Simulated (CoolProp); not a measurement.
cis-2-butene along the isotherm 251.85 °C: Z from the reference equation and from simpler models built on Tc = 162.6 °C, pc = 42.36 bar, ω = 0.202; each cubic takes its own stable root.

Values from CoolProp's reference Helmholtz-energy equation of state, Lemmon 2005. It is a short technical equation, of lower accuracy than the large ones.

```tsv
p (bar)	phase	reference
0.201	gas	0.9991
0.325	gas	0.9986
0.524	gas	0.9977
0.847	gas	0.9962
1.37	gas	0.9939
2.21	gas	0.9902
3.57	gas	0.9841
5.77	gas	0.9742
9.33	gas	0.9580
15.1	gas	0.9313
24.3	gas	0.8878
39.3	gas	0.8143
63.5	supercritical	0.6951
```

**Question.** How far does each simpler model (Pitzer virial, van der Waals, Redlich-Kwong, Soave-Redlich-Kwong, Peng-Robinson) lie from the reference over these 13 states: mean and median of the absolute difference, and the worst?

**Answer.** 
- Pitzer virial: mean 0.7 %, median 0.1 %, worst +4.8 % at 251.85 °C and 63.5 bar
- van der Waals: mean 0.8 %, median 0.0 %, worst -7.9 % at 251.85 °C and 63.5 bar
- Redlich-Kwong: mean 0.4 %, median 0.1 %, worst -2.6 % at 251.85 °C and 63.5 bar
- Soave-Redlich-Kwong: mean 0.6 %, median 0.1 %, worst +4.0 % at 251.85 °C and 63.5 bar
- Peng-Robinson: mean 0.4 %, median 0.2 %, worst -1.4 % at 251.85 °C and 39.3 bar
